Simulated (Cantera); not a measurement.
Cantera run:

```python
import numpy as np
import cantera as ct

gas_names = """
    C CH CH2 CH3 CH2OH CH3O CH4 CH3OH CO COS CO2 COOH CS CS2 C2 C2H CHCO,ketyl C2H2,acetylene
    C2H2,vinylidene CH2CO,ketene C2H3,vinyl CH3CO,acetyl C2H4 C2H4O,ethylen CH3CHO,ethanal CH3COOH
    (HCOOH)2 C2H5 C2H6 CH3OCH3 C2H5OH C2O C3 C3H3,propargyl C3H4,allene C3H4,propyne C3H4,cyclo-
    C3H5,allyl C3H6,propylene C3H6,cyclo- C3H6O C3H7,n-propyl C3H7,i-propyl C3H8 C3H8O,1propanol
    C3H8O,2propanol C3O2 C4 C4H2 C4H4,1,3-cyclo- C4H6,butadiene C4H6,2-butyne C4H6,cyclo- C4H8,1-butene
    C4H8,cis2-buten C4H8,tr2-butene C4H8,isobutene C4H8,cyclo- (CH3COOH)2 C4H9,n-butyl C4H9,i-butyl
    C4H9,s-butyl C4H9,t-butyl C4H10,isobutane C4H10,n-butane C5 C5H6,1,3cyclo- C5H8,cyclo-
    C5H10,1-pentene C5H10,cyclo- C5H11,pentyl C5H11,t-pentyl C5H12,n-pentane C5H12,i-pentane
    CH3C(CH3)2CH3 C6H2 C6H5,phenyl C6H5O,phenoxy C6H6 C6H5OH,phenol C6H10,cyclo- C6H12,1-hexene
    C6H12,cyclo- C6H13,n-hexyl C7H7,benzyl C7H8 C7H8O,cresol C7H14,1-heptene C7H15,n-heptyl
    C7H16,n-heptane C8H8,styrene C8H10,ethylbenz C8H16,1-octene C8H17,n-octyl C8H18,isooctane
    C8H18,n-octane C9H19,n-nonyl C10H8,naphthale C10H21,n-decyl C12H9,o-bipheny C12H10,bipheny H HCO HO2
    H2 HCHO,formaldehy HCOOH H2O H2O2 H2S H2SO4 Mg MgH MgO MgOH MgO2H2 MgS Mg2 O OH O2 O3 S SH SO SO2
    SO3 S2 S2O S8
""".split()
cond_names = """
    C(gr) C6H6(L) C7H8(L) C8H18(L),n-octa H2O(s) H2O(L) H2SO4(L) Mg(cr) Mg(L) MgCO3(s) MgO(s) MgO(L)
    MgO2H2(s) MgS(s) MgSO4(s) MgSO4(L) S(cr1) S(cr2) S(L)
""".split()


def load(file, names, dense=False):
    # The tables refer to 1 bar. Condensed volumes are neglected.
    table = {s.name: s for s in ct.Species.list_from_file(file)}
    out = []
    for n in names:
        d = dict(table[n].input_data)
        d["thermo"] = dict(d["thermo"], **{"reference-pressure": 1e5})
        if dense:
            d["equation-of-state"] = {"model": "constant-volume", "density": "1e6 g/cm^3"}
        out.append(ct.Species.from_dict(d))
    return out


gas = ct.Solution(thermo="ideal-gas", species=load("nasa_gas.yaml", gas_names))
cond = {s.name: ct.Solution(thermo="fixed-stoichiometry", species=[s], name=s.name)
        for s in load("nasa_condensed.yaml", cond_names, dense=True)}
atoms = {
    'MgCO3': {'Mg': 1, 'C': 1, 'O': 3},
    'SO2': {'S': 1, 'O': 2},
    'H2O': {'H': 2, 'O': 1},
    'H2S': {'H': 2, 'S': 1},
}
top_T = {'C(gr)': 4500, 'MgS(s)': 2250}  # K; cautious upper limits of use, not melting points


def equilibrate(T, P, feed):
    n = {}
    for name, mol in feed.items():
        for a, k in atoms[name].items():
            n[a] = n.get(a, 0.0) + k * mol
    gas.TPX = T, P, n
    mass = sum(n.values()) * gas.mean_molecular_weight
    gas.equilibrate("TP")
    valid = [c for c in cond.values() if c.min_temp <= T <= top_T.get(c.name, c.max_temp)]
    mix = ct.Mixture([(gas, mass / gas.mean_molecular_weight)] + [(c, 0.0) for c in valid])
    mix.T, mix.P = T, P
    mix.equilibrate("TP", solver="vcs", rtol=1e-11, max_steps=5000)
    return mix


results = []
T = 1223.15  # K
P = 410000  # Pa
for m in [0.12, 0.15, 0.2, 0.26, 0.33, 0.43, 0.56, 0.73, 0.94, 1.2, 1.6, 2.1, 2.7]:
    feed = {'MgCO3': 1, 'SO2': m, 'H2O': 0.29, 'H2S': 0.13}  # mol
    mix = equilibrate(T, P, feed)
    results.append((T, P, feed, dict(zip(mix.species_names, mix.species_moles))))

top = {s: max(r[3][s] / sum(r[3][g] for g in gas_names) for r in results) for s in gas_names}
cols = sorted((s for s in top if top[s] > 0.0001), key=lambda s: -top[s])[:6]
seen = [c for c in cond_names if any(r[3].get(c, 0) > 1e-12 for r in results)]
print("log10 of partial pressures in bar; condensed amounts in mol")
print(f"{'n(SO2)':>10s}" + "".join(f"{s[:9]:>10s}" for s in cols + seen))
for T, P, feed, n in results:
    ng = sum(n[g] for g in gas_names)
    print(f"{feed['SO2']:10.4g}" + "".join(f"{np.log10(max(n[s] / ng * P / 1e5, 1e-99)):10.3f}" for s in cols)
          + "".join(f"{n.get(c, 0):10.4g}" for c in seen))
```

Result:

```
log10 of partial pressures in bar; condensed amounts in mol
    n(SO2)       SO2       CO2       H2O        S2       H2S        CO    MgO(s)
      0.12    -0.617     0.405    -0.013    -0.861    -0.954    -1.215         1
      0.15    -0.515     0.398    -0.016    -0.845    -0.996    -1.269         1
       0.2    -0.388     0.386    -0.024    -0.829    -1.057    -1.341         1
      0.26    -0.275     0.372    -0.035    -0.822    -1.119    -1.410         1
      0.33    -0.178     0.355    -0.049    -0.822    -1.180    -1.475         1
      0.43    -0.076     0.332    -0.069    -0.829    -1.256    -1.550         1
      0.56     0.019     0.304    -0.094    -0.843    -1.340    -1.630         1
      0.73     0.106     0.269    -0.126    -0.866    -1.433    -1.714         1
      0.94     0.182     0.230    -0.163    -0.897    -1.531    -1.799         1
       1.2     0.248     0.185    -0.205    -0.934    -1.634    -1.885         1
       1.6     0.317     0.125    -0.264    -0.988    -1.767    -1.994         1
       2.1     0.372     0.059    -0.327    -1.049    -1.904    -2.102         1
       2.7     0.416    -0.008    -0.393    -1.113    -2.040    -2.208         1
```

These are equilibrium values from Cantera (NASA tables, ideal gas, pure condensed phases), not measurements of a reactor. Gases not in the tables: S3 to S7.
